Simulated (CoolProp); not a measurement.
Properties of tetradecamethylhexasiloxane (MD4M) along the isobar 8.95 bar (Tc = 653.2 K, pc = 8.286 bar, ω = 0.800).

Model: reference Helmholtz-energy equation of state, Thol 2019, in CoolProp.

```csv
T (K),phase,Z,cp (kJ/(kg K)),speed of sound (m/s),Joule-Thomson coefficient (K/MPa),fugacity coefficient
493,liquid,0.1448,2.115,452.2,-0.1364,0.04655
497.3,liquid,0.1446,2.123,442.6,-0.1229,0.05191
501.7,liquid,0.1444,2.131,432.7,-0.1085,0.05785
506,liquid,0.1442,2.139,423.1,-0.09362,0.06411
510.4,liquid,0.1440,2.147,413.2,-0.07753,0.07102
514.7,liquid,0.1439,2.156,403.7,-0.06089,0.07828
519.1,liquid,0.1438,2.164,393.9,-0.04284,0.08623
523.5,liquid,0.1438,2.172,384.1,-0.02364,0.09473
527.8,liquid,0.1437,2.181,374.6,-0.003659,0.1036
532.2,liquid,0.1437,2.189,364.9,0.01818,0.1132
536.5,liquid,0.1438,2.197,355.4,0.04103,0.1232
540.9,liquid,0.1439,2.206,345.7,0.06613,0.1340
545.2,liquid,0.1440,2.215,336.2,0.09254,0.1452
549.6,liquid,0.1442,2.224,326.5,0.1217,0.1572
553.9,liquid,0.1444,2.232,317.0,0.1526,0.1695
558.3,liquid,0.1447,2.242,307.3,0.1871,0.1828
```
